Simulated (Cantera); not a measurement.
An adiabatic, constant-pressure homogeneous reactor starts with H₂ : O₂ : N₂ = 1 : 0.333 : 1.25 (molar parts), equivalence ratio 1.5, at 1750 K and 8250 Torr. Integrator tolerance rtol = 1e-08.

Model: GRI-Mech 3.0 (53 species, 325 reactions), integrated in Cantera. The hydrogen kinetics of GRI-Mech 3.0 are dated; newer H2 mechanisms differ, most at raised pressure. Above 3000 K some thermodynamic fits are extrapolated.

What does this change do: initial temperature 1750 to 1625 K?


```
quantity                                                            before                                    after
---------------------------------  ---------------------------------------  ---------------------------------------
time of steepest temperature rise                                 0.631 µs                                 0.895 µs
temperature at 1.00 s                                               3154 K                                   3100 K
equilibrium temperature                                             3154 K                                   3100 K
x(H₂) at 1.00 s                        0.148 (gas-phase equilibrium 0.148)      0.148 (gas-phase equilibrium 0.148)
x(O₂) at 1.00 s                    0.00152 (gas-phase equilibrium 0.00152)  0.00115 (gas-phase equilibrium 0.00115)
x(H₂O₂) at 1.00 s                  7.24e-7 (gas-phase equilibrium 7.24e-7)  5.99e-7 (gas-phase equilibrium 5.99e-7)
x(O) at 1.00 s                     0.00222 (gas-phase equilibrium 0.00222)  0.00163 (gas-phase equilibrium 0.00163)
x(HO₂) at 1.00 s                   4.02e-6 (gas-phase equilibrium 4.02e-6)  3.02e-6 (gas-phase equilibrium 3.02e-6)
x(NO) at 1.00 s                    0.00402 (gas-phase equilibrium 0.00402)  0.00331 (gas-phase equilibrium 0.00331)
```

What does this change do: constant volume in place of constant pressure?


```json
[
 {"quantity": "time of steepest temperature rise", "before": "0.631 µs", "after": "0.619 µs"},
 {"quantity": "temperature at 1.00 s", "before": "3154 K", "after": "3326 K"},
 {"quantity": "equilibrium temperature", "before": "3154 K", "after": "3326 K"},
 {"quantity": "x(H₂) at 1.00 s", "before": "0.148 (gas-phase equilibrium 0.148)", "after": "0.150 (gas-phase equilibrium 0.150)"},
 {"quantity": "x(O₂) at 1.00 s", "before": "0.00152 (gas-phase equilibrium 0.00152)", "after": "0.00211 (gas-phase equilibrium 0.00211)"},
 {"quantity": "x(H₂O₂) at 1.00 s", "before": "7.24e-7 (gas-phase equilibrium 7.24e-7)", "after": "1.34e-6 (gas-phase equilibrium 1.34e-6)"},
 {"quantity": "x(O) at 1.00 s", "before": "0.00222 (gas-phase equilibrium 0.00222)", "after": "0.00330 (gas-phase equilibrium 0.00330)"},
 {"quantity": "x(HO₂) at 1.00 s", "before": "4.02e-6 (gas-phase equilibrium 4.02e-6)", "after": "7.54e-6 (gas-phase equilibrium 7.54e-6)"},
 {"quantity": "x(NO) at 1.00 s", "before": "0.00402 (gas-phase equilibrium 0.00402)", "after": "0.00564 (gas-phase equilibrium 0.00564)"}
]
```

What does this change do: O2 0.333 to 0.12 parts?


```
quantity                                                            before                                      after
---------------------------------  ---------------------------------------  -----------------------------------------
time of steepest temperature rise                                 0.631 µs                                    1.28 µs
temperature at 1.00 s                                               3154 K                                     2444 K
equilibrium temperature                                             3154 K                                     2444 K
x(H₂) at 1.00 s                        0.148 (gas-phase equilibrium 0.148)        0.336 (gas-phase equilibrium 0.336)
x(O₂) at 1.00 s                    0.00152 (gas-phase equilibrium 0.00152)    1.88e-7 (gas-phase equilibrium 1.88e-7)
x(H₂O₂) at 1.00 s                  7.24e-7 (gas-phase equilibrium 7.24e-7)  9.52e-10 (gas-phase equilibrium 9.52e-10)
x(O) at 1.00 s                     0.00222 (gas-phase equilibrium 0.00222)    1.44e-6 (gas-phase equilibrium 1.44e-6)
x(HO₂) at 1.00 s                   4.02e-6 (gas-phase equilibrium 4.02e-6)  6.73e-10 (gas-phase equilibrium 6.73e-10)
x(NO) at 1.00 s                    0.00402 (gas-phase equilibrium 0.00402)    1.66e-5 (gas-phase equilibrium 1.66e-5)
```
